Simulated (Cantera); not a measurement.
Input: 1 mol B, 0.14 mol H2O, held at 0.140 bar.

These are equilibrium values from Cantera (NASA tables, ideal gas, pure condensed phases), not measurements of a reactor. Candidate condensed phases: B, B2O3, B3O3H3, H2O; 23 gas species. Mutual solubility and eutectic melting of coexisting phases are not modelled. Equilibrium is a limit: real reactors are often held back by kinetics, nucleation or transport.

**Question.** What share of the B ends up in condensed phases as a function of T (K), at 1000, 1100, 1200, 1300, 1400, 1500, 1600, 1700, 1800?

**Answer.** 
```csv
T (K),B condensed (%),as
1000,99.9,B(s) + B2O3(l)
1100,99.9,B(s) + B2O3(l)
1200,99.9,B(s) + B2O3(l)
1300,99.9,B(s) + B2O3(l)
1400,99.8,B(s) + B2O3(l)
1500,99.7,B(s) + B2O3(l)
1600,99.4,B(s) + B2O3(l)
1700,98.2,B(s) + B2O3(l)
1800,94.4,B(s) + B2O3(l)
```
